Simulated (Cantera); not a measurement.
Source: NASA polynomial tables (part measured, part estimated), evaluated in Cantera. Values are per mole of reaction as written; species without (g) are pure solids or liquids, kept so even where they would boil at 1 bar.

4 Al(g) + O2(g) → 2 Al2O(g), with ΔH° = -1609.2 kJ and ΔS° = -358.8 J/K at 300 K.

### Question
How far is the shortcut ΔG° ≈ ΔH°(300 K) − T·ΔS°(300 K) from the full temperature-dependent value at 1173, 1273, 1373, 1473, 1573 K?

### Answer
| T (K) | shortcut (kJ) | full (kJ) | difference (kJ) | difference in log10 K |
|---|---|---|---|---|
| 1173 | -1188.3 | -1186.6 | -1.8 | 0.08 |
| 1273 | -1152.5 | -1150.6 | -1.9 | 0.08 |
| 1373 | -1116.6 | -1114.7 | -1.9 | 0.07 |
| 1473 | -1080.7 | -1078.7 | -2.0 | 0.07 |
| 1573 | -1044.8 | -1042.8 | -2.0 | 0.07 |
The shortcut ignores the heat-capacity change of the reaction.
